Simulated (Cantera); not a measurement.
## Oxide etching and cleaning by halides: SiO2 + NF3 + H2

Charge: 1 mol SiO2, 1.9 mol NF3, a varied amount of H2, held at 1748 K and 4.00 mbar.

Equilibrium computed with Cantera from the NASA thermochemical tables; the gas is ideal and each condensed phase is pure. Candidate condensed phases: H2O, Si, SiO2, Si2N2O, Si3N4; 58 gas species. The tables' values for SiF3, SiF2 are old estimates; treat these amounts as uncertain. The tables hold silica as quartz up to 1696 K and as liquid above; real silica turns to tridymite and cristobalite and melts near 1996 K. Equilibrium is a limit: real reactors are often held back by kinetics, nucleation or transport.

```tsv
n(H2) (mol)	x HF	x F	x SiF4	x O2	x N2	x H2	x H2O	n SiO2(condensed)
0.18	0.0774	0.288	0.215	0.214	0.203	<1e-12	1.37e-11	0
0.31	0.133	0.232	0.215	0.214	0.203	<1e-12	6.25e-11	0
0.51	0.219	0.146	0.215	0.214	0.203	<1e-12	4.27e-10	0
0.86	0.365	0.000112	0.215	0.212	0.203	2.26e-6	0.00202	0
1.4	0.528	8.45e-5	0.143	0.139	0.183	8.26e-6	0.00595	0.259
2.4	0.740	4.57e-5	0.0470	0.0361	0.154	5.56e-5	0.0204	0.711
4.1	0.672	7.78e-7	0.0141	1.01e-8	0.122	0.158	0.0307	0.876
```
x: gas mole fraction; n: condensed amount in mol.

From 0.18 mol H2 to 0.86 mol H2 nothing is condensed. From 1.4 mol H2 to 4.1 mol H2 the condensed part is SiO2(condensed). The main Si-bearing gas is SiF4 throughout.
